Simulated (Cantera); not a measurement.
Input (Python, Cantera) and output of one run.

```python
import numpy as np
import cantera as ct

gas_names = [...]  # 123 gases of nasa_gas.yaml made of C, H, O, Si
cond_names = """
    C(gr) C6H6(L) C7H8(L) C8H18(L),n-octa H2O(s) H2O(L) Si(cr) Si(L) SiC(b) SiO2(Lqz) SiO2(hqz) SiO2(L)
""".split()


# ... load() reads the species with a 1 bar reference pressure and builds the phases ...
atoms = {
    'HMDSO': {'Si': 2, 'C': 6, 'H': 18, 'O': 1},
    'O2': {'O': 2},
    'CO2': {'C': 1, 'O': 2},
}
top_T = {'C(gr)': 4500, 'SiC(b)': 3050}  # K; cautious upper limits of use, not melting points


# ... equilibrate(T, P, feed) seeds the gas with the atoms and calls Mixture.equilibrate('TP', solver="vcs", rtol=1e-11, max_steps=5000) ...
results = []
T = 1275  # K
P = 7.2  # Pa
for m in [2, 3, 4, 5, 6.1, 7.1, 8.1, 9.1, 10, 11, 12, 13, 14]:
    feed = {'HMDSO': 1, 'O2': m, 'CO2': 5.6}  # mol
    mix = equilibrate(T, P, feed)
    results.append((T, P, feed, dict(zip(mix.species_names, mix.species_moles))))

top = {s: max(r[3][s] / sum(r[3][g] for g in gas_names) for r in results) for s in gas_names}
cols = sorted((s for s in top if top[s] > 1e-05), key=lambda s: -top[s])[:8]
seen = [c for c in cond_names if any(r[3].get(c, 0) > 1e-12 for r in results)]
print("log10 of partial pressures in bar; condensed amounts in mol")
print(f"{'n(O2)':>10s}" + "".join(f"{s[:9]:>10s}" for s in cols + seen))
for T, P, feed, n in results:
    ng = sum(n[g] for g in gas_names)
    print(f"{feed['O2']:10.4g}" + "".join(f"{np.log10(max(n[s] / ng * P / 1e5, 1e-99)):10.3f}" for s in cols)
          + "".join(f"{n.get(c, 0):10.4g}" for c in seen))
```

Output:

```
log10 of partial pressures in bar; condensed amounts in mol
     n(O2)       CO2        CO       H2O        H2        O2        OH         H SiO2(hqz)
         2    -6.035    -4.402    -5.930    -4.519   -17.339   -11.738    -8.392         2
         3    -5.386    -4.439    -5.303    -4.577   -15.969   -11.082    -8.421         2
         4    -5.126    -4.481    -5.066    -4.641   -15.365   -10.812    -8.453         2
         5    -4.958    -4.530    -4.919    -4.712   -14.930   -10.630    -8.488         2
       6.1    -4.821    -4.595    -4.806    -4.801   -14.526   -10.472    -8.533         2
       7.1    -4.721    -4.667    -4.728    -4.895   -14.181   -10.347    -8.580         2
       8.1    -4.636    -4.758    -4.665    -5.008   -13.830   -10.228    -8.636         2
       9.1    -4.563    -4.880    -4.613    -5.150   -13.441   -10.105    -8.708         2
        10    -4.504    -5.034    -4.573    -5.324   -13.014    -9.978    -8.795         2
        11    -4.446    -5.328    -4.535    -5.639   -12.308    -9.782    -8.952         2
        12    -4.392    -7.570    -4.503    -7.901    -7.718    -8.619   -10.083         2
        13    -4.413    -8.711    -4.523    -9.042    -5.477    -8.069   -10.654         2
        14    -4.432    -8.871    -4.543    -9.203    -5.196    -8.008   -10.734         2
```

Method: chemical equilibrium by Gibbs-energy minimisation in Cantera with the NASA 1993 tables (ideal gas, pure condensed phases). The feed counts by its element totals alone. The tables hold silica as quartz up to 1696 K and as liquid above; real silica turns to tridymite and cristobalite and melts near 1996 K.
